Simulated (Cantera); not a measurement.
An isothermal, constant-pressure homogeneous reactor starts with CH4 : H2 = 1 : 11 (molar parts), at 1950 K and 0.900 Torr.

Model: GRI-Mech 3.0 (53 species, 325 reactions), integrated in Cantera. GRI-Mech 3.0 stops at C3 and has no aromatics, soot or wall deposition, so with more carbon than oxygen in the feed, carbon stays in small species such as C2H2 where larger ones or solid carbon would form. Radical loss at walls, strong at low pressure, is not modelled.

x: mole fraction; the columns are a selection and need not sum to one.

| t (s) | x CH4 | x H2 | x H | x C2H | x C2H2 |
|---|---|---|---|---|---|
| 2.00e-6 | 0.0833 | 0.917 | 1.14e-7 | <1e-12 | <1e-12 |
| 7.43e-6 | 0.0833 | 0.917 | 4.21e-7 | <1e-12 | <1e-12 |
| 2.76e-5 | 0.0833 | 0.917 | 1.53e-6 | <1e-12 | <1e-12 |
| 0.000102 | 0.0833 | 0.917 | 5.32e-6 | <1e-12 | <1e-12 |
| 0.000381 | 0.0833 | 0.917 | 1.74e-5 | <1e-12 | <1e-12 |
| 0.00141 | 0.0832 | 0.917 | 5.97e-5 | <1e-12 | 2.41e-10 |
| 0.00525 | 0.0829 | 0.916 | 0.000217 | <1e-12 | 6.67e-8 |
| 0.0195 | 0.0817 | 0.916 | 0.000806 | 2.26e-10 | 1.63e-5 |
| 0.0725 | 0.0723 | 0.917 | 0.00292 | ? | 0.00223 |
| 0.269 | 0.0327 | 0.937 | 0.00513 | ? | 0.0213 |
| 1.00 | 0.00642 | 0.950 | 0.00726 | ? | 0.0349 |

Q: What belongs in the gaps?

A: 
- 0.0725, x C2H: 1.12e-7
- 0.269, x C2H: 1.83e-6
- 1.00, x C2H: 4.18e-6
